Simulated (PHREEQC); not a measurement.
A solution holds 0.11 mol CuSO4, 0.0037 mol HBF4 and 3.1e-05 mol H3BO3 per kg of water, at 80 °C. Closed to the air; pH follows from the charge balance.

All values are PHREEQC results (ion-association model, phreeqc.dat), not measurements.

Each row changes one thing in this solution. This is a speciation only: nothing precipitates in the calculation.

```json
[
 {"case": "as made", "pH": "3.18", "ionic strength (mol/kgw)": "0.220", "Cu+2 (mol/kgw)": "0.0553", "CuSO4 (mol/kgw)": "0.0536", "SO4-2 (mol/kgw)": "0.0517", "HF (mol/kgw)": "0.00506"},
 {"case": "CuSO4 from 0.11 to 0.055 mol/kgw", "pH": "?", "ionic strength (mol/kgw)": "0.119", "Cu+2 (mol/kgw)": "0.0302", "CuSO4 (mol/kgw)": "0.0242", "SO4-2 (mol/kgw)": "0.0271", "HF (mol/kgw)": "0.00569"},
 {"case": "HBF4 from 0.0037 to 0.00407 mol/kgw", "pH": "?", "ionic strength (mol/kgw)": "0.220", "Cu+2 (mol/kgw)": "0.0554", "CuSO4 (mol/kgw)": "0.0534", "SO4-2 (mol/kgw)": "0.0515", "HF (mol/kgw)": "0.00537"},
 {"case": "H3BO3 from 3.1e-05 to 3.41e-05 mol/kgw", "pH": "3.18", "ionic strength (mol/kgw)": "0.220", "Cu+2 (mol/kgw)": "0.0553", "CuSO4 (mol/kgw)": "0.0536", "SO4-2 (mol/kgw)": "0.0517", "HF (mol/kgw)": "0.00506"},
 {"case": "0.0086 mol/kgw HNO3 added", "pH": "?", "ionic strength (mol/kgw)": "0.225", "Cu+2 (mol/kgw)": "0.0580", "CuSO4 (mol/kgw)": "0.0514", "SO4-2 (mol/kgw)": "0.0482", "HF (mol/kgw)": "0.00649"},
 {"case": "HBF4 from 0.0037 to 0.0074 mol/kgw", "pH": "?", "ionic strength (mol/kgw)": "0.222", "Cu+2 (mol/kgw)": "0.0564", "CuSO4 (mol/kgw)": "0.0525", "SO4-2 (mol/kgw)": "0.0501", "HF (mol/kgw)": "0.00751"}
]
```

What belongs in the gaps?


- CuSO4 from 0.11 to 0.055 mol/kgw, pH: 3.09
- HBF4 from 0.0037 to 0.00407 mol/kgw, pH: 3.15
- 0.0086 mol/kgw HNO3 added, pH: 2.80
- HBF4 from 0.0037 to 0.0074 mol/kgw, pH: 2.97

Species that the database lacks are ignored. At this temperature some constants are extrapolated from 25 °C, and those without enthalpy data are left unchanged. Real BF4- forms and hydrolyses slowly; the run takes it at equilibrium.
